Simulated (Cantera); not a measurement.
Input: 1 mol Si, 2.6 mol SF6, 0.9 mol H2, equilibrated at 1748 K and 1.80 Pa.

Method: chemical equilibrium by Gibbs-energy minimisation in Cantera with the NASA 1993 tables (ideal gas, pure condensed phases). Candidate condensed phases: S, Si; 39 gas species. The tables' values for S2F2 (SSF2) are old estimates; treat these amounts as uncertain. Kinetics and transport are ignored.

Base state: F 0.677, HF 0.130, SiF4 0.0723, S2 0.0679, S 0.0296, SF 0.0139, SF2 0.00852, S2F2 (SSF2) 0.000133 (mole fractions); condensed: gas only.

Problem. What changes in the equilibrium state with this change: temperature from 1748 K to 798.15 K?

Solution. 
| species | before | after |
|---|---|---|
| SF4 | 2.08e-8 | 0.434 |
| HF | 0.130 | 0.339 |
| SiF4 | 0.0723 | 0.189 |
| F | 0.677 | 2.34e-8 |
| S2 | 0.0679 | 2.07e-9 |
| S | 0.0296 | <1e-9 |
| SF | 0.0139 | 4.49e-9 |
| S2F2 (SSF2) | 0.000133 | 0.0181 |
| SF6 | <1e-9 | 0.00831 |
| SF3 | 5.84e-6 | 0.00290 |
| SF2 | 0.00852 | 0.00925 |
The tables' values for S2F2 (SSF2), SF3 are old estimates; treat these amounts as uncertain.
